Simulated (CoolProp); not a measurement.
Properties of CHF3 (R23) along the isotherm 191.9 K.

Computed with CoolProp (reference Helmholtz-energy equation of state, Penoncello 2003).

```tsv
p (kPa)	phase	Joule-Thomson coefficient (K/MPa)	conductivity (mW/(m K))
151	liquid	-0.2744	134
302	liquid	-0.2749	134
453	liquid	…	134
604	liquid	-0.2759	135
755	liquid	…	135
906	liquid	…	135
1060	liquid	-0.2775	135
1210	liquid	-0.2780	135
1360	liquid	-0.2785	135
1510	liquid	-0.2790	135
1660	liquid	-0.2795	135
1810	liquid	…	135
1960	liquid	-0.2805	135
2110	liquid	-0.2810	135
2260	liquid	-0.2815	135
2420	liquid	-0.2820	136
```

Fill in the missing entries.


- 453, Joule-Thomson coefficient (K/MPa): -0.2754
- 755, Joule-Thomson coefficient (K/MPa): -0.2765
- 906, Joule-Thomson coefficient (K/MPa): -0.2770
- 1810, Joule-Thomson coefficient (K/MPa): -0.2800

Thermal conductivity comes from a separate model (Shan 2000).
